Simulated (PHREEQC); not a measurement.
1.7 g of hydrous ferric oxide (600 m²/g; 0.2 weak and 0.005 strong sites per Fe, Dzombak-Morel constants, diffuse double layer) in 1 kg of water with 0.001 mol/kgw of an inert sodium salt and 2.4e-05 mol/kgw Na2SO4, at 25 °C; the pH is set by adding NaOH or the inert anion's acid. Oxygen is held at 0.21 atm. No CO2 enters from the air. Nothing may precipitate in this run.

Base run: PHREEQC, ion-association model, wateq4f.dat. Each further column changes one thing. The table gives surface charge σ (C/m²).

| pH | base | background salt from 0.001 to 0.0001 mol/kgw | oxide from 1.7 to 8.5 g/kgw | 0.0049 mol/kgw Na2HAsO4 added |
|---|---|---|---|---|
| 3 | 0.275 | 0.260 | ? | 0.008 |
| 4 | 0.135 | ? | 0.191 | 0.003 |
| 4.5 | 0.088 | 0.058 | 0.125 | -0.001 |
| 5.5 | 0.033 | 0.016 | 0.043 | -0.010 |
| 6 | 0.019 | 0.009 | 0.023 | -0.016 |
| 7 | 0.006 | 0.002 | 0.006 | -0.033 |
| 8 | 0.000 | 0.000 | 0.000 | ? |
| 8.5 | -0.002 | -0.001 | -0.002 | -0.052 |
| 9.5 | -0.009 | -0.004 | -0.010 | -0.078 |
| 10 | -0.016 | -0.009 | -0.019 | -0.101 |
| 11 | -0.058 | -0.048 | -0.069 | ? |

**Question.** What belongs in the gaps?

**Answer.** 
- 3, oxide from 1.7 to 8.5 g/kgw: 0.322
- 4, background salt from 0.001 to 0.0001 mol/kgw: 0.104
- 8, 0.0049 mol/kgw Na2HAsO4 added: -0.047
- 11, 0.0049 mol/kgw Na2HAsO4 added: -0.175

The oxide is taken as insoluble; below pH 4 it would dissolve.
